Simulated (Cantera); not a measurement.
# Adiabatic ignition

An adiabatic, constant-pressure homogeneous reactor starts with 18.2 % CO, 17.5 % H2, 3.28 % CH4, 13.5 % O2, 47.5 % N2, equivalence ratio 1.8, at 1750 K and 4.20 bar.

Cantera simulation using GRI-Mech 3.0 (53 species, 325 reactions); the numbers are that mechanism's predictions, not measurements. Above 3000 K some thermodynamic fits are extrapolated.

```csv
t (s),T (K),x CO,x H2,x CH4,x CH3,x HCO,x C2H2,x OH
1.00e-6,1750,0.182,0.175,0.0327,9.20e-5,1.37e-8,3.18e-12,1.35e-5
4.46e-6,2473,0.175,0.0651,1.97e-12,7.92e-12,2.81e-6,<1e-12,0.0240
1.99e-5,2947,0.169,0.0677,1.37e-12,8.15e-12,1.27e-6,<1e-12,0.0200
8.88e-5,3019,0.169,0.0676,3.03e-12,1.50e-11,1.14e-6,<1e-12,0.0175
0.000396,3011,0.170,0.0685,3.23e-12,1.56e-11,1.13e-6,<1e-12,0.0168
0.00177,3011,0.170,0.0686,3.24e-12,1.56e-11,1.13e-6,<1e-12,0.0168
0.00788,3011,0.170,0.0686,3.24e-12,1.56e-11,1.13e-6,<1e-12,0.0168
0.0352,3011,0.170,0.0686,3.24e-12,1.56e-11,1.13e-6,<1e-12,0.0168
0.157,3011,0.170,0.0686,3.24e-12,1.56e-11,1.13e-6,<1e-12,0.0168
0.700,3011,0.170,0.0686,3.24e-12,1.56e-11,1.13e-6,<1e-12,0.0168
```
x: mole fraction; the columns are a selection and need not sum to one.

The time of steepest temperature rise comes out as 3.43 µs and the temperature at 0.700 s is 3011 K. The equilibrium temperature is 3011 K and the x(CO) at 0.700 s comes out as 0.170 (gas-phase equilibrium 0.170). The x(H2) at 0.700 s is 0.0686 (gas-phase equilibrium 0.0686) and the x(CH4) at 0.700 s is 3.24e-12 (gas-phase equilibrium 3.87e-12).
